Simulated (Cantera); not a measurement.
Feed: 1 mol V, 0.23 mol N₂O, 0.34 mol N₂, at 2023 K and 0.203 Torr.

These are equilibrium values from Cantera (NASA tables, ideal gas, pure condensed phases), not measurements of a reactor. Candidate condensed phases: V, VN, VO, V₂O₃, V₂O₄, V₂O₅; 13 gas species. Mutual solubility and eutectic melting of coexisting phases are not modelled. VO: taken at fixed stoichiometry. Condensed phases not in the tables: V₂N, N, O or C dissolved in the metal. Rates play no part.

Base state: N₂ 0.977, V 0.0120, VO 0.0102, VO₂ 0.000828 (mole fractions); condensed: V(s) + VO(s).

### Question
What changes in the equilibrium state with this change: N₂O from 0.23 to 19 mol?

### Answer
```csv
species,before,after
N₂,0.977,0.658
O₂,<1e-9,0.274
VO₂,0.000828,0.0342
V,0.0120,<1e-9
O,3.80e-7,0.0254
VO,0.0102,6.32e-6
NO,1.55e-7,0.00851
"V(s), mol",0.763,0
"VO(s), mol",0.223,0
```
